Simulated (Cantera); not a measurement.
## PbO + CO + H2 (iron carbonyl, mercury and lead vapours)

Charge: 1 mol PbO, 1.1 mol CO, 0.13 mol H2, held at 1175 °C and 100 Torr.

Method: chemical equilibrium by Gibbs-energy minimisation in Cantera with the NASA 1993 tables (ideal gas, pure condensed phases). Candidate condensed phases: C, C6H6, C7H8, C8H18, H2O, Pb, PbO, PbO2, Pb3O4; 113 gas species. Rates play no part.

```yaml
x(CO2): 0.638
x(CO): 0.158
x(Pb): 0.109
x(H2O): 0.0852
x(H2): 0.00889
x(PbO): 0.000281
x(Pb2): 3.25e-5
x(H): 2.38e-6
n(Pb(l)): 0.848 mol
gas_amount: 1.382 mol
log10 activity of C(graphite) (absent): -5.25
```
